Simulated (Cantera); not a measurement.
Transport properties of process gases

Gas mixture: O₂ = 0.66 (molar parts), at 0.0132 atm, frozen composition.

Cantera's kinetic-theory transport with the Lennard-Jones parameters of GRI-Mech 3.0, ideal gas; thermal conductivity in the multicomponent form.

```json
[
 {"T (K)": "400", "ρ (kg/m³)": "0.0128", "cp (J/kg/K)": "941.4", "μ (µPa s)": "25.6", "λ (mW/m/K)": "33.9", "Pr": "0.712", "D (cm²/s) NO": "25.8", "D (cm²/s) H": "161", "D (cm²/s) N₂": "26.3"},
 {"T (K)": "600", "ρ (kg/m³)": "0.00855", "cp (J/kg/K)": "1003", "μ (µPa s)": "34.1", "λ (mW/m/K)": "48.1", "Pr": "0.710", "D (cm²/s) NO": "51.6", "D (cm²/s) H": "326", "D (cm²/s) N₂": "52.5"},
 {"T (K)": "800", "ρ (kg/m³)": "0.00641", "cp (J/kg/K)": "1055", "μ (µPa s)": "41.4", "λ (mW/m/K)": "61.5", "Pr": "0.710", "D (cm²/s) NO": "83.8", "D (cm²/s) H": "531", "D (cm²/s) N₂": "85.3"},
 {"T (K)": "1000", "ρ (kg/m³)": "0.00513", "cp (J/kg/K)": "1090", "μ (µPa s)": "47.9", "λ (mW/m/K)": "73.7", "Pr": "0.709", "D (cm²/s) NO": "122", "D (cm²/s) H": "773", "D (cm²/s) N₂": "124"},
 {"T (K)": "1200", "ρ (kg/m³)": "0.00428", "cp (J/kg/K)": "1114", "μ (µPa s)": "54.0", "λ (mW/m/K)": "84.9", "Pr": "0.708", "D (cm²/s) NO": "165", "D (cm²/s) H": "1050", "D (cm²/s) N₂": "168"},
 {"T (K)": "1400", "ρ (kg/m³)": "0.00366", "cp (J/kg/K)": "1134", "μ (µPa s)": "59.7", "λ (mW/m/K)": "95.6", "Pr": "0.708", "D (cm²/s) NO": "213", "D (cm²/s) H": "1360", "D (cm²/s) N₂": "217"},
 {"T (K)": "1600", "ρ (kg/m³)": "0.00321", "cp (J/kg/K)": "1151", "μ (µPa s)": "65.1", "λ (mW/m/K)": "106", "Pr": "0.708", "D (cm²/s) NO": "266", "D (cm²/s) H": "1690", "D (cm²/s) N₂": "271"},
 {"T (K)": "1800", "ρ (kg/m³)": "0.00285", "cp (J/kg/K)": "1167", "μ (µPa s)": "70.2", "λ (mW/m/K)": "116", "Pr": "0.707", "D (cm²/s) NO": "323", "D (cm²/s) H": "2060", "D (cm²/s) N₂": "329"},
 {"T (K)": "2000", "ρ (kg/m³)": "0.00257", "cp (J/kg/K)": "1181", "μ (µPa s)": "75.2", "λ (mW/m/K)": "126", "Pr": "0.707", "D (cm²/s) NO": "385", "D (cm²/s) H": "2450", "D (cm²/s) N₂": "392"}
]
```
D: mixture-averaged diffusion coefficient of that species in the mixture.
